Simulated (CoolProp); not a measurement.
Values from CoolProp's reference Helmholtz-energy equation of state, Thol 2019.

For tetradecamethylhexasiloxane (MD4M), give the phase and the density (kg/m³), cp (kJ/(kg K)), cv (kJ/(kg K)), isothermal compressibility (1/MPa) at 146.95 °C and 0.673 MPa; 162.35 °C and 0.673 MPa; 254.65 °C and 0.673 MPa.


- 146.95 °C and 0.673 MPa: liquid; density 769, cp 1.98, cv 1.73, isothermal compressibility 0.00386
- 162.35 °C and 0.673 MPa: liquid; density 753, cp 2.01, cv 1.76, isothermal compressibility 0.00446
- 254.65 °C and 0.673 MPa: liquid; density 649, cp 2.18, cv 1.95, isothermal compressibility 0.0127
